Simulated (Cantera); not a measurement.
Cantera run:

```python
import numpy as np
import cantera as ct

gas_names = """
    N NO NO2 NO3 N2 N2O O O2 O3 Pb PbO Pb2
""".split()
cond_names = """
    Pb(cr) Pb(L) PbO(rd) PbO(yw) PbO(L) PbO2(s) Pb3O4(s)
""".split()


# ... load() reads the species with a 1 bar reference pressure and builds the phases ...
atoms = {
    'Pb': {'Pb': 1},
    'O2': {'O': 2},
    'N2': {'N': 2},
}
top_T = {'Pb3O4(s)': 820}  # K; cautious upper limits of use, not melting points


# ... equilibrate(T, P, feed) seeds the gas with the atoms and calls Mixture.equilibrate('TP', solver="vcs", rtol=1e-11, max_steps=5000) ...
results = []
feed = {'Pb': 1, 'O2': 0.47, 'N2': 7.1}  # mol
T = 1698.15  # K
P = 21000  # Pa
mix = equilibrate(T, P, feed)
results.append((T, P, feed, dict(zip(mix.species_names, mix.species_moles))))
print(gas.report(threshold=0.001))
for i in range(1, mix.n_phases):
    print(f"{mix.phase(i).name:16s} {mix.phase_moles(i):12.5e} mol")
```

It prints:

```
       temperature   1698.2 K
          pressure   21000 Pa
           density   0.076433 kg/m^3
  mean mol. weight   51.389 kg/kmol
   phase of matter   gas

                          1 kg             1 kmol
                     ---------------   ---------------
          enthalpy        1.1258e+06        5.7855e+07  J
   internal energy        8.5108e+05        4.3736e+07  J
           entropy              5209        2.6768e+05  J/K
    Gibbs function       -7.7198e+06       -3.9671e+08  J
 heat capacity c_p            684.95             35199  J/K
 heat capacity c_v            523.15             26884  J/K

                      mass frac. Y      mole frac. X     chem. pot. / RT
                     ---------------   ---------------   ---------------
                N2            0.4721           0.86602           -28.107
                O2         0.0070015          0.011244           -34.244
                Pb           0.12304          0.030516           -14.609
               PbO           0.39743          0.091505           -31.731
     [   +8 minor]        0.00042646          0.000711

Pb(L)             0.00000e+00 mol
PbO(L)            0.00000e+00 mol
```

Method: chemical equilibrium by Gibbs-energy minimisation in Cantera with the NASA 1993 tables (ideal gas, pure condensed phases). Gases not in the tables: (PbO)n polymers.
